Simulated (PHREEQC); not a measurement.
A solution holds 0.11 mol HF and 0.0091 mol NaF per kg of water, at 60 °C. It is in equilibrium with CO2 at log p = 0 (atm). Otherwise closed; pH follows from the charge balance.

All values are PHREEQC results (ion-association model, phreeqc.dat), not measurements.

No solid was allowed to form.

Q: Predict the pH.

A: pH 2.38.

Q: In which forms is F present?

A: HF 85 %, F- 8.0 %, HF2- 7.1 % of the F.

Species that the database lacks are ignored. Constants without temperature data keep their 25 °C values here.
